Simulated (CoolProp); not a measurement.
Vapour-liquid equilibrium of diethyl ether (1) + acetone (2) at 0.171 MPa; x and y are mole fractions of (1).

Model: multi-fluid Helmholtz-energy mixture model, Thol 2014 and Lemmon 2006; pair parameters Bell 2016, in CoolProp.

```
x      bubble temperature, mixture model (K)  bubble temperature, Raoult's law (K)  y, mixture model  y, Raoult's law
-----  -------------------------------------  ------------------------------------  ----------------  ---------------
0.05                                   342.7                                 343.9             0.120            0.092
0.125                                  339.1                                 341.8             0.271            0.217
0.2                                    335.9                                 339.8             0.391            0.328
0.275                                  333.2                                 337.9             0.487            0.427
0.35                                   331.0                                 336.1             0.564            0.516
0.425                                  329.2                                 334.3             0.626            0.596
0.5                                    327.7                                 332.6             0.679            0.667
0.575                                  326.5                                 331.1             0.725            0.732
0.65                                   325.5                                 329.5             0.767            0.790
0.725                                  324.7                                 328.1             0.807            0.843
0.8                                    324.0                                 326.7             0.849            0.891
0.875                                  323.5                                 325.3             0.896            0.935
0.95                                   323.2                                 324.0             0.953            0.975
```

The largest gap from Raoult's law is -5.1 K in bubble temperature, at x = 0.425. No azeotrope shows between x = 0.05 and 0.95.

The pair parameters rest on a limited set of measurements; away from them the model extrapolates.
